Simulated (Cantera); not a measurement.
**Gas-phase reforming**

An isothermal, constant-pressure homogeneous reactor starts with CH4 : CO2 : H2 = 1 : 2.1 : 0.18 (molar parts), at 1973 K and 29.6 atm.

Computed with Cantera and GRI-Mech 3.0 (53 species, 325 reactions). The pressure lies above the range GRI-Mech 3.0 was tuned for (to about 10 atm).

```
t (s)        x CH4   x CO2   x H2   x CO  x H2O   x CH2CO     x OH
--------  --------  ------  -----  -----  -----  --------  -------
0.000100    0.0875   0.391  0.157  0.149  0.135   9.36e-5  9.74e-6
0.000315    0.0295   0.224  0.118  0.297  0.242  0.000186  1.72e-5
0.000992    0.0170   0.148  0.147  0.393  0.234  0.000118  1.48e-5
0.00312     0.0127  0.0997  0.203  0.469  0.190   4.02e-5  1.00e-5
0.00984    0.00568  0.0714  0.250  0.513  0.155   7.44e-6  7.29e-6
0.0310    0.000314  0.0636  0.267  0.524  0.145   2.09e-7  6.58e-6
0.0976     3.44e-6  0.0633  0.268  0.524  0.145   2.26e-9  6.59e-6
0.307      3.44e-6  0.0633  0.268  0.524  0.145   2.26e-9  6.59e-6
0.968      3.44e-6  0.0633  0.268  0.524  0.145   2.26e-9  6.59e-6
3.05       3.44e-6  0.0633  0.268  0.524  0.145   2.26e-9  6.59e-6
9.60       3.44e-6  0.0633  0.268  0.524  0.145   2.26e-9  6.59e-6
30.2       3.44e-6  0.0633  0.268  0.524  0.145   2.26e-9  6.59e-6
95.3       3.44e-6  0.0633  0.268  0.524  0.145   2.26e-9  6.59e-6
300        3.44e-6  0.0633  0.268  0.524  0.145   2.26e-9  6.59e-6
```
x: mole fraction; the columns are a selection and need not sum to one.

Equilibrium at this temperature and pressure: CH4 3.66e-6, CO2 0.0633, H2 0.268, CO 0.524, H2O 0.145, CH2CO 2.40e-9, OH 6.59e-6 (gas phase only).
